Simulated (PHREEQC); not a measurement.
A made-up water analysis in mmol/kgw, 10 °C, pH 1.81, pe 9.6: Na 26.9; K 0.777; Ca 5.59; Mg 5.04; Cl 15.6; S(6) 31.8; Cd 0.00895; N(5) 0.00612; Cu(2) 0.289; Si 1.02; Fe(3) 0.00608.

Valence states are taken as typed.

The numbers come from PHREEQC with the ion-association model, phreeqc.dat.

No solid was allowed to form.

**Question.** Predict the ionic strength, charge-balance error.

**Answer.** ionic strength 0.0858 mol/kgw; charge-balance error -0.9 %.

**Question.** In which forms is Ca present?

**Answer.** Ca+2 67 %, CaSO4 30 %, CaHSO4+ 3.3 % of the Ca.

The solution is supersaturated, for example in Quartz (slow to form), Chalcedony (slow to form), so a real one may precipitate; this is no full list. Species that the database lacks are ignored. Constants without temperature data keep their 25 °C values here.
